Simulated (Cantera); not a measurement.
Input (Python, Cantera):

```python
import numpy as np
import cantera as ct

surf = ct.Interface("ptcombust.yaml", "Pt_surf")
gas = surf.adjacent["gas"]
gas.TPX = 1248, 100000, {'CH4': 0.019, 'O2': 0.01, 'N2': 0.79, 'H2O': 0.0096}
surf.TP = 1248, 100000
reactor = ct.FlowReactor(gas, clone=False)
reactor.area = 0.0001  # m2
reactor.surface_area_to_volume_ratio = 110  # 1/m
reactor.mass_flow_rate = 0.59 * reactor.area * gas.density  # inlet velocity 0.59 m/s
reactor.energy_enabled = False
wall = ct.ReactorSurface(surf, reactor, clone=False)
net = ct.ReactorNet([reactor])
net.rtol, net.atol = 1e-8, 1e-16
show, cover = ['CH4', 'O2', 'H2O', 'CO2', 'CO'], ['PT(S)', 'H(S)', 'O(S)', 'OH(S)', 'CO(S)', 'C(S)']

rows = []
print(f"{'z/m':>9s}{'u/(m/s)':>9s}" + "".join(f"{s:>13s}" for s in show + cover))
for z in [0.00016, 0.00034, 0.00073, 0.0016, 0.0034, 0.0073, 0.016]:
    net.advance(z)
    rows.append([reactor.speed, *gas[show].X, *surf[cover].coverages])
    print(f"{z:9.4g}{rows[-1][0]:9.3g}" + "".join(f"{x:13.4e}" for x in rows[-1][1:]))
```

Output:

```
      z/m  u/(m/s)          CH4           O2          H2O          CO2           CO        PT(S)         H(S)         O(S)        OH(S)        CO(S)         C(S)
  0.00016    0.591   2.0842e-02   9.2730e-03   1.5049e-02   2.2867e-05   2.0341e-03   9.8399e-01   1.1958e-03   1.0877e-04   3.6084e-05   5.6613e-03   8.9994e-03
  0.00034    0.592   1.8787e-02   6.9567e-03   1.7584e-02   4.2728e-05   4.0300e-03   9.6783e-01   1.8111e-03   4.2749e-05   2.1732e-05   1.0423e-02   1.9868e-02
  0.00073    0.594   1.5201e-02   3.8560e-03   2.0122e-02   7.0036e-05   7.4984e-03   9.3500e-01   2.7672e-03   1.4280e-05   1.1909e-05   1.7750e-02   4.4453e-02
   0.0016    0.599   9.9707e-03   1.1711e-03   2.0135e-02   1.0013e-04   1.2526e-02   8.8637e-01   4.0010e-03   4.4264e-06   6.2113e-06   2.6404e-02   8.3205e-02
   0.0034    0.605   4.5414e-03   1.2260e-04   1.6651e-02   1.3048e-04   1.7707e-02   8.7386e-01   5.2192e-03   1.9156e-06   3.7256e-06   3.6135e-02   8.4777e-02
   0.0073    0.609   7.5076e-04   7.1521e-07   1.2959e-02   1.8363e-04   2.1280e-02   9.2405e-01   6.1812e-03   1.4383e-06   2.9240e-06   4.8477e-02   2.1287e-02
    0.016     0.61   9.5515e-06   3.0816e-12   1.2074e-02   3.1048e-04   2.1861e-02   9.4153e-01   6.3980e-03   1.3840e-06   2.7914e-06   5.1690e-02   3.7325e-04
```

Model: Deutschmann's 1995 Pt surface mechanism with GRI-Mech 3.0 gas chemistry, integrated in Cantera. Catalytic surfaces can have several steady states; this one follows from the mechanism file's or the stated starting coverage. Mass transfer to the wall is taken as infinitely fast.
